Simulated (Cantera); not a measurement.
A closed system holds: 1 mol Si2Cl6, 1.8 mol NH3, 6.3 mol H2.

These are equilibrium values from Cantera (NASA tables, ideal gas, pure condensed phases), not measurements of a reactor. Candidate condensed phases: NH4Cl, Si, Si3N4; 28 gas species. The feed counts by its element totals alone. Mutual solubility and eutectic melting of coexisting phases are not modelled. The tables' values for SiCl3 are old estimates. Rates play no part.

What condenses at these points (T in K, P in Pa): (1375, 5); (1450, 5); (1550, 5); (1475, 1400); (1450, 85); (1425, 1400)?


| T (K) | P in Pa | condensed phases | Si condensed (%) |
|---|---|---|---|
| 1375 | 5 | Si + Si3N4 | 6.7 |
| 1450 | 5 | Si | 5.2 |
| 1550 | 5 | Si | 3.1 |
| 1475 | 1400 | Si3N4 | 43.1 |
| 1450 | 85 | Si3N4 | 18.8 |
| 1425 | 1400 | Si3N4 | 52.0 |
